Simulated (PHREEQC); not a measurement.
Synthetic water in mmol/kgw, 20 °C, pH 6.68, pe 12.9: Na 0.664; K 0.0114; Ca 0.0963; Mg 0.221; Cl 0.198; S(6) 0.473; Alkalinity (meq/kgw) 0.15; N(5) 0.0104.

Valence states are taken as typed.

All values are PHREEQC results (ion-association model, wateq4f.dat), not measurements.

No solid was allowed to form.

Q: What charge-balance error does the model give?

A: charge-balance error 0.2 %.

Q: In which forms is Mg present?

A: Mg+2 94 %, MgSO4 5.9 % of the Mg.
